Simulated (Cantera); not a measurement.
Input: 1 mol TEOS, 0.28 mol H₂O, held at 13300 Pa.

Cantera equilibrium calculation (NASA polynomials, part measured and part estimated; ideal gas, pure solids and liquids). Candidate condensed phases: C, C₆H₆, C₇H₈, C₈H₁₈, H₂O, Si, SiC, SiO₂; 123 gas species. The feed counts by its element totals alone. The tables hold silica as quartz up to 1696 K and as liquid above; real silica turns to tridymite and cristobalite and melts near 1996 K. The numbers say what is thermodynamically allowed, not how fast it happens.

### Question
Which condensed phases are stable at each of these points (T (°C)): 452, 502, 552, 602, 652, 702, 752, 802, 852, 902, 952, 1002, 1052?

### Answer
| T (°C) | condensed phases | Si condensed (%) |
|---|---|---|
| 452 | C(graphite) + SiO₂(α-quartz) | 100.0 |
| 502 | C(graphite) + SiO₂(α-quartz) | 100.0 |
| 552 | C(graphite) + SiO₂(α-quartz) | 100.0 |
| 602 | C(graphite) + SiO₂(β-quartz) | 100.0 |
| 652 | C(graphite) + SiO₂(β-quartz) | 100.0 |
| 702 | C(graphite) + SiO₂(β-quartz) | 100.0 |
| 752 | C(graphite) + SiO₂(β-quartz) | 100.0 |
| 802 | C(graphite) + SiO₂(β-quartz) | 100.0 |
| 852 | C(graphite) + SiO₂(β-quartz) | 100.0 |
| 902 | C(graphite) + SiO₂(β-quartz) | 100.0 |
| 952 | C(graphite) + SiO₂(β-quartz) | 100.0 |
| 1002 | C(graphite) + SiO₂(β-quartz) | 100.0 |
| 1052 | C(graphite) + SiO₂(β-quartz) | 100.0 |

From 452 °C to 552 °C the condensed part is C(graphite) + SiO₂(α-quartz). From 602 °C to 1052 °C the condensed part is C(graphite) + SiO₂(β-quartz).
